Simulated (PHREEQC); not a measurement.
## Brine: speciation

Solution (25 °C): 0.72 mol Na2SO4 per kg of water. Closed to the air; pH follows from the charge balance.

The numbers come from PHREEQC with the Pitzer model, pitzer.dat.

Precipitation was switched off in this run.

Task: Estimate the activity of water.

Result: activity of water 0.975.
